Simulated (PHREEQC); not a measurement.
Model water analysis in mg/L, 65 °C, pH 2.2, pe 10.8:

```
constituent   mg/L
-----------  -----
Na            66.5
K            0.156
Ca            87.7
Mg             8.2
Cl            82.6
S(6) as SO4    870
Mn(2)        0.457
```

Valence states are taken as typed.

Computed with PHREEQC (ion-association model, wateq4f.dat).

No solid was allowed to form.

Problem. Order these Mn species by the share of Mn that they hold, largest first: Mn+2, MnCl+, MnSO4.

Solution. Mn+2 (69 %), MnSO4 (31 %), MnCl+ (0.37 %)

The pH is 2.20 and the ionic strength 0.0199 mol/kgw. Constants without temperature data keep their 25 °C values here.
